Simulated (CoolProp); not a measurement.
A Linde-Hampson liquefier for ethylene: isothermal reversible compression at 300 K from 1 atm to 5 MPa, throttling to 1 atm, return gas leaving the recuperator 10 K below the feed. Each further row changes one setting.

The numbers come from the reference Helmholtz-energy equation of state, Smukala 2000 in CoolProp.

| case | liquid yield per pass | compression work (kJ/kg of gas) |
|---|---|---|
| as stated | (withheld) | 320 |
| high pressure 10 MPa | (withheld) | (withheld) |
| warm-end temperature 330 K | (withheld) | 361 |
| warm-end gap 15 K | (withheld) | 320 |

Fill in the missing entries.


- as stated, liquid yield per pass: 0.142
- high pressure 10 MPa, liquid yield per pass: 0.420
- high pressure 10 MPa, compression work (kJ/kg of gas): 346
- warm-end temperature 330 K, liquid yield per pass: 0.086
- warm-end gap 15 K, liquid yield per pass: 0.132
